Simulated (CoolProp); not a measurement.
Vapour pressure (bar) of n-nonane: the reference equation beside estimates from Tc = 594.5 K, pc = 22.82 bar, ω = 0.443.

Computed with CoolProp (reference Helmholtz-energy equation of state, Lemmon 2006). It is a short technical equation, of lower accuracy than the large ones.

```
T (K)  reference  Lee-Kesler  van der Waals
-----  ---------  ----------  -------------
313.6    0.01450     0.01392         0.9029
325.6    0.02742     0.02643          1.146
337.6    0.04907     0.04752          1.431
349.6    0.08360     0.08140          1.763
361.5     0.1358      0.1330          2.139
373.5     0.2132      0.2099          2.571
385.5     0.3234      0.3201          3.058
397.4     0.4742      0.4715          3.599
409.4     0.6787      0.6776          4.204
421.4     0.9476      0.9493          4.873
433.3      1.291       1.297          5.601
445.3      1.728       1.740          6.403
457.3      2.272       2.291          7.275
```

Absolute difference from the reference over all 13 rows, mean and median: Lee-Kesler 1.6 and 1.0 %, van der Waals 1605.8 and 845.6 %.
